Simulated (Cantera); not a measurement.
A perfectly stirred reactor is fed with H2 : O2 = 0.012 : 1 (molar parts), at 10.00 Torr; it is held at 1425 K, and followed from long to short residence time.

Model: GRI-Mech 3.0 (53 species, 325 reactions), integrated in Cantera. Radical loss at walls, strong at low pressure, is not modelled.

Problem. What does this change do: pressure from 10.00 Torr to 29.3 Torr?

Solution. 
```json
[
 {"quantity": "x(H2) at τ = 0.350 s", "before": "5.62e-5", "after": "2.96e-5"},
 {"quantity": "x(O2) at τ = 0.350 s", "before": "0.981", "after": "0.985"},
 {"quantity": "x(H2O2) at τ = 0.350 s", "before": "9.07e-9", "after": "1.66e-8"},
 {"quantity": "x(OH) at τ = 0.350 s", "before": "0.00130", "after": "0.000796"},
 {"quantity": "x(H2O) at τ = 0.350 s", "before": "0.0111", "after": "0.0115"},
 {"quantity": "x(H2) at τ = 18.0 ms", "before": "0.000348", "after": "0.000168"},
 {"quantity": "x(O2) at τ = 18.0 ms", "before": "0.978", "after": "0.980"},
 {"quantity": "x(H2O2) at τ = 18.0 ms", "before": "1.29e-8", "after": "3.03e-8"},
 {"quantity": "x(OH) at τ = 18.0 ms", "before": "0.00186", "after": "0.00153"},
 {"quantity": "x(H2O) at τ = 18.0 ms", "before": "0.0104", "after": "0.0108"}
]
```
